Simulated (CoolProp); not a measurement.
Dodecamethylpentasiloxane (MD3M) at several states: Z from the reference equation and from simpler models built on Tc = 354.9 °C, pc = 0.9540 MPa, ω = 0.730; each cubic takes its own stable root.

The numbers come from the reference Helmholtz-energy equation of state, Thol 2019 in CoolProp.

| T (°C) | p (MPa) | phase | reference |
|---|---|---|---|
| 96.65 | 0.0467 | liquid | 0.007304 |
| 246.05 | 0.0924 | gas | 0.9159 |
| -35.25 | 0.0121 | liquid | 0.002536 |
| -26.25 | 1.11 | liquid | 0.2260 |
| 32.95 | 0.912 | liquid | 0.1597 |
| 95.25 | 0.157 | liquid | 0.02460 |

Problem. How far does each simpler model (van der Waals, Redlich-Kwong) lie from the reference over these 6 states: mean and median of the absolute difference, and the worst?

Solution. 
- van der Waals: mean 2205.1 %, median 85.6 %, worst +12883.3 % at 96.65 °C and 0.0467 MPa
- Redlich-Kwong: mean 21.5 %, median 24.4 %, worst +27.1 % at -35.25 °C and 0.0121 MPa

At some of these states van der Waals gives the other phase, because its saturation line lies elsewhere.
